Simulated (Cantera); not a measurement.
Input: 1 mol SiH4, 0.19 mol NO, held at 0.870 bar.

Equilibrium computed with Cantera from the NASA thermochemical tables; the gas is ideal and each condensed phase is pure. Candidate condensed phases: H2O, Si, SiO2, Si2N2O, Si3N4; 35 gas species. Mutual solubility and eutectic melting of coexisting phases are not modelled. The tables hold silica as quartz up to 1696 K and as liquid above; real silica turns to tridymite and cristobalite and melts near 1996 K. Gases not in the tables: Si2H6 and higher silanes. Kinetics and transport are ignored.

Problem. What share of the Si ends up in condensed phases as a function of T (K), at 600, 800, 1000, 1200, 1400, 1600, 1800, 2000?

Solution. 
```
T (K)  Si condensed (%)                                  as
-----  ----------------  ----------------------------------
600               100.0  Si(s) + SiO2(α-quartz) + Si2N2O(s)
800               100.0  Si(s) + SiO2(α-quartz) + Si2N2O(s)
1000              100.0  Si(s) + SiO2(β-quartz) + Si2N2O(s)
1200              100.0  Si(s) + SiO2(β-quartz) + Si2N2O(s)
1400              100.0  Si(s) + SiO2(β-quartz) + Si2N2O(s)
1600               99.3  Si(s) + SiO2(β-quartz) + Si2N2O(s)
1800               90.5                   Si(l) + Si2N2O(s)
2000               86.3                   Si(l) + Si2N2O(s)
```
